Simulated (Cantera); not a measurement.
Charge: 1 mol Si3N4, 0.17 mol O2, 28 mol N2, equilibrated at 1700 K and 7.20 bar.

Method: chemical equilibrium by Gibbs-energy minimisation in Cantera with the NASA 1993 tables (ideal gas, pure condensed phases). Candidate condensed phases: Si, SiO2, Si2N2O, Si3N4; 16 gas species. Mutual solubility and eutectic melting of coexisting phases are not modelled. The numbers say what is thermodynamically allowed, not how fast it happens.

Base state: N2 1.000 (mole fractions); condensed: Si2N2O(s) + Si3N4(s).

### Question
What changes in the equilibrium state with this change: pressure from 7.20 bar to 0.110 Pa?

### Answer
```json
[
 {"species": "N2", "before": "1.000", "after": "0.909"},
 {"species": "Si", "before": "<1e-9", "after": "0.0804"},
 {"species": "SiO", "before": "5.14e-7", "after": "0.0103"},
 {"species": "SiN", "before": "<1e-9", "after": "4.87e-5"},
 {"species": "Si2", "before": "<1e-9", "after": "4.60e-5"},
 {"species": "Si2N2O(s), mol", "before": "0.340", "after": "0"},
 {"species": "Si3N4(s), mol", "before": "0.773", "after": "0"}
]
```
The tables' values for SiN are old estimates; treat these amounts as uncertain.
